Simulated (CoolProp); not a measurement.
Aqueous magnesium chloride as a coolant, at 18 °C, 1 atm.

Model: Melinder's fits for secondary coolants, in CoolProp.

```tsv
mass %	freezing point (°C)	density (kg/m³)	conductivity (W/(m K))	cp (kJ/(kg K))	Prandtl number
5.4	-3.3	___	0.583	3.868	___
8.7	___	1073	0.576	3.679	9.38
12	-11.3	1102	0.567	3.496	___
15.2	-17.2	1131	0.558	3.330	12.6
18.5	___	1161	0.549	3.173	14.2
21.8	-34.7	1194	0.539	3.023	20.1
25.1	-50.8	1231	0.524	2.867	71.5
28.3	-78.0	1276	___	2.683	1980
```

Q: What belongs in the gaps?

A: 
- 5.4, density (kg/m³): 1044
- 5.4, Prandtl number: 8.53
- 8.7, freezing point (°C): -6.6
- 12, Prandtl number: 11.0
- 18.5, freezing point (°C): -24.6
- 28.3, conductivity (W/(m K)): 0.500
